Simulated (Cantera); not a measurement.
A perfectly stirred reactor is fed with 87.7 % NO, 12.3 % N₂, at 0.0444 atm; it is held at 1975 K, and followed from long to short residence time.

Detailed kinetics in Cantera: GRI-Mech 3.0 (53 species, 325 reactions). Radical loss at walls, strong at low pressure, is not modelled.

x: mole fraction; the columns are a selection and need not sum to one.

```
τ (s)    x NO   x N₂     x NO₂      x O₂       x O
------  -----  -----  --------  --------  --------
20      0.204  0.459   9.78e-5     0.335   0.00153
7.2     0.388  0.367  0.000157     0.243   0.00133
2.6       ___    ___       ___       ___       ___
0.95      ___    ___       ___       ___       ___
0.34    0.840  0.141  0.000101    0.0181  0.000532
0.12    0.864  0.129   7.48e-5   0.00590  0.000431
0.045   0.873  0.125   6.14e-5   0.00193  0.000366
0.016   0.876  0.123   4.80e-5  0.000489  0.000282
0.0060  0.877  0.123   2.92e-5   8.98e-5  0.000170
```

Q: Fill in the missing entries.

A: 
- 2.6, x NO: 0.614
- 2.6, x N₂: 0.254
- 2.6, x NO₂: 0.000180
- 2.6, x O₂: 0.131
- 2.6, x O: 0.00102
- 0.95, x NO: 0.771
- 0.95, x N₂: 0.176
- 0.95, x NO₂: 0.000144
- 0.95, x O₂: 0.0526
- 0.95, x O: 0.000723
